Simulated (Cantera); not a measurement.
Mixture: 11.2 % CH4, 18.7 % O2, 70.1 % N2, at 1000000 Pa, adiabatic and at constant volume. Ignition delay is the time to a rise of 400 K.

Computed with Cantera and GRI-Mech 3.0 (53 species, 325 reactions).

**Question.** Predict: delay at 1025 K; delay at 1225 K; delay at 1425 K; delay at 1625 K; delay at 1825 K; apparent activation energy between 1625 and 1825 K.

**Answer.** 
```json
{
 "delay at 1025 K": "56.9 ms",
 "delay at 1225 K": "3.62 ms",
 "delay at 1425 K": "0.392 ms",
 "delay at 1625 K": "59.7 µs",
 "delay at 1825 K": "12.7 µs",
 "apparent activation energy between 1625 and 1825 K": "190 kJ/mol"
}
```
